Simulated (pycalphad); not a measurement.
Effect of Si content in Ti-Si-Fe

All values are pycalphad results on the COST 507 light-alloy database (1999) (1 atm), not direct measurements. These are 1990s assessments: newer ones move some temperatures and phases. Not assessed as a whole: an extrapolation from subsystems, which can miss ternary compounds. Phase fractions are per mole of atoms. Diffusion is slow at the low end, where real alloys seldom reach equilibrium.

**Question.** One of these alloys has its liquidus at 1581 K, its solidus at 1392 K, and holds hcp 0.39, SITI3 0.39, FETI 0.22 at 730 K. Which?
A. Ti-4.422Si-12.77Fe (wt.%)
B. Ti-9.127Si-13.18Fe (wt.%)
C. Ti-2.917Si-12.64Fe (wt.%)
D. Ti-5.957Si-12.91Fe (wt.%)

**Answer.** D, Ti-5.957Si-12.91Fe (wt.%). The others: Ti-2.917Si-12.64Fe (wt.%), liquidus 1605, solidus 1421; Ti-4.422Si-12.77Fe (wt.%), liquidus 1524, solidus 1407; Ti-9.127Si-13.18Fe (wt.%), liquidus 1826, solidus 1354

Database names, with the compositions (at.%) that they take in these runs: SITI3: Ti 75 Si 25; FETI: Ti 50 Fe 50.
